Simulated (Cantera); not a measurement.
An adiabatic, constant-volume homogeneous reactor starts with H2 : O2 : N2 : NO = 1 : 1.32 : 4.95 : 0.03 (molar parts), at 1575 K and 1.00 bar. Integrator tolerance rtol = 1e-08.

Model: GRI-Mech 3.0 (53 species, 325 reactions), integrated in Cantera.

Problem. How do the results move with these cheaper or finer settings: rtol 1e-08 to 0.0001; rtol 1e-08 to 0.01?

Solution. 
| setting | time of steepest temperature rise | temperature at 2.00 s | equilibrium temperature | x(H2) at 2.00 s | integrator steps |
|---|---|---|---|---|---|
| as above | 12.3 µs | 2560 K | 2560 K | 0.00263 | 1169 |
| rtol 1e-08 to 0.0001 | 12.3 µs | 2560 K | 2560 K | 0.00263 | 483 |
| rtol 1e-08 to 0.01 | 19.0 µs | 2573 K | 2560 K | 0.00277 | 335 |
